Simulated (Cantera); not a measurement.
A perfectly stirred reactor is fed with H₂ : O₂ : N₂ = 0.016 : 1 : 0.6 (molar parts), at 17.3 Torr; it is held at 1225 K, and followed from long to short residence time.

Computed with Cantera and the H2/O2 subset of GRI-Mech 3.0, which has no nitrogen chemistry. Radical loss at walls, strong at low pressure, is not modelled.

What does this change do: temperature 1225 to 1298 K?


```
quantity                  before     after
----------------------  --------  --------
x(H₂) at τ = 0.350 s     6.93e-5   5.45e-5
x(O₂) at τ = 0.350 s       0.615     0.615
x(OH) at τ = 0.350 s    0.000456  0.000598
x(H₂O₂) at τ = 0.350 s   2.56e-8   1.91e-8
x(O) at τ = 0.350 s      0.00211   0.00259
x(H₂) at τ = 9.70 ms    0.000721  0.000556
x(O₂) at τ = 9.70 ms       0.612     0.611
x(OH) at τ = 9.70 ms     0.00114   0.00129
x(H₂O₂) at τ = 9.70 ms   5.73e-8   3.84e-8
x(O) at τ = 9.70 ms      0.00610   0.00676
```

What does this change do: temperature 1225 to 1450 K?


| quantity | before | after |
|---|---|---|
| x(H₂) at τ = 0.350 s | 6.93e-5 | 4.25e-5 |
| x(O₂) at τ = 0.350 s | 0.615 | 0.614 |
| x(OH) at τ = 0.350 s | 0.000456 | 0.000965 |
| x(H₂O₂) at τ = 0.350 s | 2.56e-8 | 9.40e-9 |
| x(O) at τ = 0.350 s | 0.00211 | 0.00360 |
| x(H₂) at τ = 9.70 ms | 0.000721 | 0.000360 |
| x(O₂) at τ = 9.70 ms | 0.612 | 0.610 |
| x(OH) at τ = 9.70 ms | 0.00114 | 0.00163 |
| x(H₂O₂) at τ = 9.70 ms | 5.73e-8 | 1.58e-8 |
| x(O) at τ = 9.70 ms | 0.00610 | 0.00754 |
